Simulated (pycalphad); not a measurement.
Computed with pycalphad from the COST 507 light-alloy database (1999), at 1 atm. These are 1990s assessments: newer ones move some temperatures and phases. Amounts are mole fractions of atoms.

Question: Compare equilibrium and Scheil-Gulliver solidification of Hf-0.5163C (wt.%).

Answer: Both start at the liquidus, 2807 K. In full equilibrium the last liquid goes at 2567 K (range 240 K), and at 2500 K the alloy holds hcp. With no diffusion in the solid (Scheil-Gulliver, steps of 4 K) the liquid lasts to an invariant point at 2479 K (range 328 K), where the last 0.15 of it freezes; the solid then holds hcp 0.86, bcc 0.10, fcc 0.04.

```json
[
 {"last step ahead of the change, T (K)": "2807", "liquid left there": "1.00", "liquid composition there (wt.%)": "0.52 C", "solids forming below it": "fcc"},
 {"last step ahead of the change, T (K)": "2651", "liquid left there": "0.96", "liquid composition there (wt.%)": "0.43 C", "solids forming below it": "hcp"},
 {"last step ahead of the change, T (K)": "2479", "liquid left there": "0.15", "liquid composition there (wt.%)": "0.09 C", "solids forming below it": "bcc + hcp"}
]
```
Solids once formed stay as they are in this model, so peritectic reactions do not proceed; the changes are located to one step.

The fcc model also describes the rock-salt carbide or nitride (TiC, TiN, HfC).
